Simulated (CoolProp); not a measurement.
Vapour pressure (MPa) of octamethylcyclotetrasiloxane (D4): the reference equation beside estimates from Tc = 313.4 °C, pc = 1.347 MPa, ω = 0.598. Clausius-Clapeyron is anchored at 140.65 °C with a constant enthalpy of vaporisation of 42.77 kJ/mol.

Model: reference Helmholtz-energy equation of state, Thol 2015, in CoolProp.

```
T (°C)  reference  Lee-Kesler  Clausius-Clapeyron  van der Waals  Redlich-Kwong  Soave-Redlich-Kwong  Peng-Robinson
------  ---------  ----------  ------------------  -------------  -------------  -------------------  -------------
118.55    0.01789     0.01797             0.01868         0.2116        0.07821              0.01796        0.01858
129.65    0.02636     0.02640             0.02683         0.2449         0.1001              0.02640        0.02709
140.65    0.03767     0.03766             0.03767         0.2811         0.1259              0.03769        0.03841
151.75    0.05271     0.05263             0.05212         0.3211         0.1564              0.05276        0.05344
162.75    0.07195     0.07181             0.07074         0.3641         0.1915              0.07209        0.07264
173.75    0.09630     0.09610             0.09458         0.4107         0.2319              0.09668        0.09698
184.85     0.1270      0.1267              0.1250         0.4614         0.2783               0.1277         0.1277
195.85     0.1643      0.1640              0.1627         0.5155         0.3303               0.1658         0.1652
```

Absolute difference from the reference over all 8 rows, mean and median: Lee-Kesler 0.2 and 0.2 %, Clausius-Clapeyron 1.7 and 1.6 %, van der Waals 534.6 and 457.6 %, Redlich-Kwong 196.9 and 181.4 %, Soave-Redlich-Kwong 0.3 and 0.3 %, Peng-Robinson 1.6 and 1.2 %.
